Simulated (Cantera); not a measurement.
A closed system holds: 1 mol Cu, 2.5 mol F2, 0.83 mol H2, at 0.830 bar.

Equilibrium computed with Cantera from the NASA thermochemical tables; the gas is ideal and each condensed phase is pure. Candidate condensed phases: Cu, CuF2; 15 gas species. Kinetics and transport are ignored.

Task: Which condensed phases are stable at each of these points (T (K)): 500, 575, 650, 725, 800, 875, 950, 1025, 1100, 1175, 1250, 1325, 1400?

Result: 
| T (K) | condensed phases | Cu condensed (%) |
|---|---|---|
| 500 | CuF2(s) | 100.0 |
| 575 | CuF2(s) | 100.0 |
| 650 | CuF2(s) | 100.0 |
| 725 | CuF2(s) | 100.0 |
| 800 | CuF2(s) | 100.0 |
| 875 | CuF2(s) | 100.0 |
| 950 | CuF2(s) | 100.0 |
| 1025 | CuF2(s) | 100.0 |
| 1100 | CuF2(s) | 99.9 |
| 1175 | CuF2(l) | 99.8 |
| 1250 | CuF2(l) | 99.2 |
| 1325 | CuF2(l) | 97.7 |
| 1400 | CuF2(l) | 94.3 |

From 500 K to 1100 K the condensed part is CuF2(s). From 1175 K to 1400 K the condensed part is CuF2(l).
